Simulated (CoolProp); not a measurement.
Vapour-liquid equilibrium of R1234ze(E) (1) + n-pentane (2) at 330 kPa; x and y are mole fractions of (1).

Values from CoolProp's multi-fluid Helmholtz-energy mixture model, Thol 2016 and Thol 2019; pair parameters Bell 2016.

**Question.** Give the bubble temperature and the first vapour's composition at x = 0.2, 0.5, 0.8. Is there an azeotrope?

**Answer.** x = 0.2: 35.4 °C, y = 0.729; x = 0.5: 20.3 °C, y = 0.874; x = 0.8: 15.1 °C, y = 0.930. No azeotrope shows between x = 0.05 and 0.95.

The pair parameters rest on a limited set of measurements; away from them the model extrapolates. With so large a gap from Raoult's law the liquid may split in two, which this calculation doesn't test in full.
